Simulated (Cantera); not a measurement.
Feed: 1 mol CuO, 240 mol H2, 1.6 mol H2O, equilibrated at 52.0 Pa.

These are equilibrium values from Cantera (NASA tables, ideal gas, pure condensed phases), not measurements of a reactor. Candidate condensed phases: Cu, CuO, Cu(OH)2, Cu2O, H2O; 12 gas species. Rates play no part.

x: gas mole fraction; n: condensed amount in mol.

```json
[
 {"T (°C)": "675", "x H2": "0.989", "x H": "2.29e-8", "x H2O": "0.0108", "x Cu": "3.32e-9", "x OH": "<1e-12", "x O": "<1e-12", "x Cu2": "<1e-12", "n Cu(s)": "1.000"},
 {"T (°C)": "775", "x H2": "0.989", "x H": "3.37e-7", "x H2O": "0.0108", "x Cu": "1.88e-7", "x OH": "1.15e-11", "x O": "<1e-12", "x Cu2": "<1e-12", "n Cu(s)": "1.000"},
 {"T (°C)": "875", "x H2": "0.989", "x H": "3.12e-6", "x H2O": "0.0108", "x Cu": "5.23e-6", "x OH": "2.03e-10", "x O": "<1e-12", "x Cu2": "7.92e-11", "n Cu(s)": "0.999"},
 {"T (°C)": "975", "x H2": "0.989", "x H": "2.04e-5", "x H2O": "0.0108", "x Cu": "8.47e-5", "x OH": "2.26e-9", "x O": "<1e-12", "x Cu2": "4.10e-9", "n Cu(s)": "0.980"},
 {"T (°C)": "1075", "x H2": "0.988", "x H": "0.000101", "x H2O": "0.0108", "x Cu": "0.000901", "x OH": "1.77e-8", "x O": "(withheld)", "x Cu2": "1.16e-7", "n Cu(s)": "0.782"},
 {"T (°C)": "1175", "x H2": "0.985", "x H": "0.000401", "x H2O": "0.0107", "x Cu": "0.00412", "x OH": "1.04e-7", "x O": "(withheld)", "x Cu2": "7.35e-7", "n Cu(s)": "0"},
 {"T (°C)": "1275", "x H2": "0.984", "x H": "0.00134", "x H2O": "0.0107", "x Cu": "0.00412", "x OH": "4.87e-7", "x O": "(withheld)", "x Cu2": "2.59e-7", "n Cu(s)": "0"},
 {"T (°C)": "1375", "x H2": "0.981", "x H": "0.00387", "x H2O": "0.0107", "x Cu": "0.00411", "x OH": "1.89e-6", "x O": "(withheld)", "x Cu2": "1.03e-7", "n Cu(s)": "0"},
 {"T (°C)": "1475", "x H2": "0.975", "x H": "0.00990", "x H2O": "0.0107", "x Cu": "0.00410", "x OH": "6.31e-6", "x O": "(withheld)", "x Cu2": "4.56e-8", "n Cu(s)": "0"},
 {"T (°C)": "1575", "x H2": "0.963", "x H": "0.0228", "x H2O": "0.0106", "x Cu": "0.00407", "x OH": "1.84e-5", "x O": "(withheld)", "x Cu2": "2.18e-8", "n Cu(s)": "0"},
 {"T (°C)": "1675", "x H2": "0.938", "x H": "0.0480", "x H2O": "0.0104", "x Cu": "0.00402", "x OH": "4.82e-5", "x O": "(withheld)", "x Cu2": "1.11e-8", "n Cu(s)": "0"},
 {"T (°C)": "1775", "x H2": "0.893", "x H": "0.0928", "x H2O": "0.0101", "x Cu": "0.00393", "x OH": "0.000114", "x O": "(withheld)", "x Cu2": "5.85e-9", "n Cu(s)": "0"},
 {"T (°C)": "1875", "x H2": "0.821", "x H": "0.166", "x H2O": "0.00954", "x Cu": "0.00378", "x OH": "0.000248", "x O": "(withheld)", "x Cu2": "3.16e-9", "n Cu(s)": "0"}
]
```

Problem. Some entries are withheld; supply them.

Solution. 
- 1075, x O: 1.69e-12
- 1175, x O: 3.76e-11
- 1275, x O: 5.63e-10
- 1375, x O: 6.09e-9
- 1475, x O: 5.04e-8
- 1575, x O: 3.33e-7
- 1675, x O: 1.83e-6
- 1775, x O: 8.57e-6
- 1875, x O: 3.53e-5
